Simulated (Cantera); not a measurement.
Input: 1 mol Al, 0.39 mol O2, 5.8 mol H2, held at 100 Torr.

These are equilibrium values from Cantera (NASA tables, ideal gas, pure condensed phases), not measurements of a reactor. Candidate condensed phases: Al, Al2O3, H2O; 19 gas species. Mutual solubility and eutectic melting of coexisting phases are not modelled. Rates play no part.

Which condensed phases are stable at each of these points (T (K)): 825, 900, 975, 1050, 1125, 1200, 1275, 1350, 1425, 1500, 1575, 1650?


```
T (K)  condensed phases  Al condensed (%)
-----  ----------------  ----------------
825    Al(s) + Al2O3(s)             100.0
900    Al(s) + Al2O3(s)             100.0
975    Al(l) + Al2O3(s)             100.0
1050   Al(l) + Al2O3(s)             100.0
1125   Al(l) + Al2O3(s)             100.0
1200   Al(l) + Al2O3(s)             100.0
1275   Al(l) + Al2O3(s)             100.0
1350   Al(l) + Al2O3(s)             100.0
1425   Al(l) + Al2O3(s)             100.0
1500   Al(l) + Al2O3(s)              99.8
1575   Al(l) + Al2O3(s)              99.4
1650   Al(l) + Al2O3(s)              98.1
```

From 825 K to 900 K the condensed part is Al(s) + Al2O3(s). From 975 K to 1650 K the condensed part is Al(l) + Al2O3(s).
